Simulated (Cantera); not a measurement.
## Stirred combustor or abatement burner

A perfectly stirred reactor is fed with CH₄ : O₂ : N₂ = 1 : 1.67 : 10.8 (molar parts), at 10.0 bar; it is adiabatic with a 325 K inlet, and is followed from long to short residence time, starting on the burning branch (τ in s: 0.051, 0.017, 0.0059, 0.002, 0.00069, 0.00023, 8e-05, 2.7e-05, 9.3e-06, 3.2e-06).

Cantera simulation using GRI-Mech 3.0 (53 species, 325 reactions); the numbers are that mechanism's predictions, not measurements.

```csv
τ (s),T (K),x CH₄,x O₂,x NO₂,x HCO,x C₂H₄
0.051,1648,0.00360,0.00196,2.94e-10,8.48e-9,0.000123
0.017,1623,0.00395,0.00394,5.75e-10,2.40e-8,0.000233
0.0059,1563,0.00506,0.00871,1.10e-9,7.96e-8,0.000459
0.0020,325,0.0742,0.124,<1e-12,<1e-12,<1e-12
0.00069,325,0.0742,0.124,<1e-12,<1e-12,<1e-12
0.00023,325,0.0742,0.124,<1e-12,<1e-12,<1e-12
8.0e-5,325,0.0742,0.124,<1e-12,<1e-12,<1e-12
2.7e-5,325,0.0742,0.124,<1e-12,<1e-12,<1e-12
9.3e-6,325,0.0742,0.124,<1e-12,<1e-12,<1e-12
3.2e-6,325,0.0742,0.124,<1e-12,<1e-12,<1e-12
```
x: mole fraction; the columns are a selection and need not sum to one.
